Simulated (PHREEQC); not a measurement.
## Brine (model solution)

Solution (25 °C): 1.4 mol CaCl2 and 0.3 mol SrCl2 per kg of water. Closed to the air; pH follows from the charge balance.

Computed with PHREEQC (Pitzer model, pitzer.dat).

The ionic strength is 5.10 mol/kgw and the activity of water is 0.890. The density comes out as 1.149 g/cm³ and the osmotic coefficient is 1.267.

```csv
species,molality,activity,log γ
Cl-,3.40,2.02,-0.226
Ca+2,1.40,1.20,-0.066
Sr+2,0.300,0.219,-0.136
H+,2.80e-7,7.33e-7,0.417
OH-,2.80e-7,1.23e-8,-1.358
```

No solid was allowed to form.
